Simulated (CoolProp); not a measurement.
Vapour-liquid equilibrium of isobutane (1) + acetone (2) at 337.2 K; x and y are mole fractions of (1).

Model: multi-fluid Helmholtz-energy mixture model, Bücker 2006 and Lemmon 2006; pair parameters Bell 2016, in CoolProp.

| x | bubble pressure (bar) | y at the bubble point | dew pressure at overall composition x (bar) | liquid density (mol/L) |
|---|---|---|---|---|
| 0.05 | 2.628 | 0.501 | 1.392 | 12.46 |
| 0.15 | 4.656 | 0.726 | 1.556 | 11.94 |
| 0.25 | 6.001 | 0.795 | 1.763 | 11.43 |
| 0.35 | 6.854 | 0.827 | 2.030 | 10.95 |
| 0.45 | 7.402 | 0.846 | 2.391 | 10.48 |
| 0.55 | 7.799 | 0.861 | 2.907 | 10.05 |
| 0.65 | 8.150 | 0.876 | 3.699 | 9.641 |
| 0.75 | 8.516 | 0.895 | 5.054 | 9.270 |
| 0.85 | 8.921 | 0.924 | 7.504 | 8.941 |
| 0.95 | 9.341 | 0.968 | 9.193 | 8.662 |

No azeotrope shows between x = 0.05 and 0.95.

Pair parameters are fitted to limited data, so mixtures are less certain than the pure fluids. With so large a gap from Raoult's law the liquid may split in two, which this calculation doesn't test in full.
